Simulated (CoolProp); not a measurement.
Vapour-liquid equilibrium of carbon dioxide (1) + R152A (2) at 246.4 K; x and y are mole fractions of (1).

The numbers come from the multi-fluid Helmholtz-energy mixture model, Span 1996 and Outcalt 1996; pair parameters Bell 2016 in CoolProp.

```json
[
 {"x": "0.05", "bubble pressure (MPa)": "___", "y at the bubble point": "0.458", "dew pressure at overall composition x (MPa)": "0.09427", "liquid density (mol/L)": "15.70"},
 {"x": "0.125", "bubble pressure (MPa)": "0.2696", "y at the bubble point": "0.692", "dew pressure at overall composition x (MPa)": "___", "liquid density (mol/L)": "16.18"},
 {"x": "0.2", "bubble pressure (MPa)": "0.3786", "y at the bubble point": "___", "dew pressure at overall composition x (MPa)": "0.1113", "liquid density (mol/L)": "16.68"},
 {"x": "0.275", "bubble pressure (MPa)": "0.4876", "y at the bubble point": "0.849", "dew pressure at overall composition x (MPa)": "0.1224", "liquid density (mol/L)": "17.20"},
 {"x": "0.35", "bubble pressure (MPa)": "0.5962", "y at the bubble point": "0.885", "dew pressure at overall composition x (MPa)": "0.1358", "liquid density (mol/L)": "17.76"},
 {"x": "0.425", "bubble pressure (MPa)": "0.7046", "y at the bubble point": "0.911", "dew pressure at overall composition x (MPa)": "0.1524", "liquid density (mol/L)": "18.35"},
 {"x": "0.5", "bubble pressure (MPa)": "0.8128", "y at the bubble point": "0.930", "dew pressure at overall composition x (MPa)": "0.1736", "liquid density (mol/L)": "18.97"},
 {"x": "0.575", "bubble pressure (MPa)": "0.9215", "y at the bubble point": "0.945", "dew pressure at overall composition x (MPa)": "___", "liquid density (mol/L)": "19.62"},
 {"x": "0.65", "bubble pressure (MPa)": "1.031", "y at the bubble point": "0.957", "dew pressure at overall composition x (MPa)": "0.2405", "liquid density (mol/L)": "20.32"},
 {"x": "0.725", "bubble pressure (MPa)": "1.143", "y at the bubble point": "0.968", "dew pressure at overall composition x (MPa)": "0.2976", "liquid density (mol/L)": "21.05"},
 {"x": "0.8", "bubble pressure (MPa)": "1.258", "y at the bubble point": "0.978", "dew pressure at overall composition x (MPa)": "0.3895", "liquid density (mol/L)": "21.83"},
 {"x": "0.875", "bubble pressure (MPa)": "1.377", "y at the bubble point": "0.986", "dew pressure at overall composition x (MPa)": "___", "liquid density (mol/L)": "22.65"},
 {"x": "0.95", "bubble pressure (MPa)": "1.502", "y at the bubble point": "0.995", "dew pressure at overall composition x (MPa)": "0.9647", "liquid density (mol/L)": "23.52"}
]
```

Question: Complete the blanks.

Answer: 
- 0.05, bubble pressure (MPa): 0.1612
- 0.125, dew pressure at overall composition x (MPa): 0.1021
- 0.2, y at the bubble point: 0.793
- 0.575, dew pressure at overall composition x (MPa): 0.2017
- 0.875, dew pressure at overall composition x (MPa): 0.5609

No azeotrope shows between x = 0.05 and 0.95.

The pair parameters rest on a limited set of measurements; away from them the model extrapolates.
